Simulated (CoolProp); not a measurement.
Vapour-liquid equilibrium of propylene (1) + R134a (2) at -57.75 °C; x and y are mole fractions of (1).

Values from CoolProp's multi-fluid Helmholtz-energy mixture model, Lemmon 2013 and Tillner-Roth 1994; pair parameters Bell 2016.

```tsv
x	bubble pressure, mixture model (kPa)	bubble pressure, Raoult's law (kPa)	y, mixture model	y, Raoult's law
0.05	28.79	20.58	0.388	0.152
0.2	48.25	27.18	…	0.459
0.35	56.68	33.77	0.746	0.646
0.5	…	40.37	0.777	0.772
0.65	…	46.97	…	0.863
0.8	63.61	53.56	0.841	0.931
0.95	63.52	60.16	0.937	0.985
```

### Question
What belongs in the gaps?

### Answer

- 0.2, y, mixture model: 0.674
- 0.5, bubble pressure, mixture model (kPa): 60.20
- 0.65, bubble pressure, mixture model (kPa): 62.12
- 0.65, y, mixture model: 0.801

The largest gap from Raoult's law is +77.5 % in bubble pressure, at x = 0.2. y crosses x between x = 0.8 and 0.95: the model has an azeotrope there.

The pair parameters rest on a limited set of measurements; away from them the model extrapolates. With so large a gap from Raoult's law the liquid may split in two, which this calculation doesn't test in full.
